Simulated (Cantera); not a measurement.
Charge: 1 mol TiO₂, 0.49 mol C, 0.016 mol CO, at 1398.15 K and 72.0 Pa.

Method: chemical equilibrium by Gibbs-energy minimisation in Cantera with the NASA 1993 tables (ideal gas, pure condensed phases). Candidate condensed phases: C, Ti, TiC, TiO, TiO₂, Ti₂O₃, Ti₃O₅, Ti₄O₇; 15 gas species. Mutual solubility and eutectic melting of coexisting phases are not modelled. Equilibrium is a limit: real reactors are often held back by kinetics, nucleation or transport.

What is the equilibrium state?


```
Quantity                                    Result
--------------------------------------  ----------
x(CO)                                        1.000
x(CO₂)                                     7.91e-5
n(Ti₂O₃(s))                              0.470 mol
n(Ti₃O₅(s))                             0.0199 mol
gas amount                              0.5060 mol
log10 activity of Ti₄O₇(s) (absent)          -0.33
log10 activity of C(graphite) (absent)       -1.80
log10 activity of Ti(β) (absent)             -6.09
```
